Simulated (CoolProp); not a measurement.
Properties of chlorine along the isotherm 222.1 K (Tc = 416.9 K, pc = 76.42 bar, ω = 0.070).

The numbers come from the reference Helmholtz-energy equation of state, Thol 2021 in CoolProp.

| p (bar) | phase | Z | speed of sound (m/s) | Joule-Thomson coefficient (K/MPa) | isothermal compressibility (1/MPa) | expansivity (1/kK) | fugacity coefficient |
|---|---|---|---|---|---|---|---|
| 18.2 | liquid | 0.04333 | 1134 | -0.4167 | 0.0008921 | 1.670 | 0.02524 |
| 36.4 | liquid | 0.08652 | 1141 | -0.4190 | 0.0008786 | 1.655 | 0.01318 |
| 54.5 | liquid | 0.1293 | 1147 | -0.4213 | 0.0008656 | 1.640 | 0.009189 |
| 72.7 | liquid | 0.1723 | 1153 | -0.4235 | 0.0008530 | 1.625 | 0.007192 |
| 90.9 | liquid | 0.2150 | 1159 | -0.4256 | 0.0008408 | 1.611 | 0.006006 |
| 109 | liquid | 0.2575 | 1165 | -0.4276 | 0.0008291 | 1.597 | 0.005227 |
| 127 | liquid | 0.2995 | 1170 | -0.4295 | 0.0008178 | 1.584 | 0.004681 |
| 145 | liquid | 0.3415 | 1176 | -0.4314 | 0.0008069 | 1.571 | 0.004278 |
| 164 | liquid | 0.3857 | 1182 | -0.4333 | 0.0007957 | 1.558 | 0.003955 |
| 182 | liquid | 0.4274 | 1187 | -0.4351 | 0.0007854 | 1.546 | 0.003718 |
| 200 | liquid | 0.4690 | 1193 | -0.4368 | 0.0007754 | 1.534 | 0.003529 |
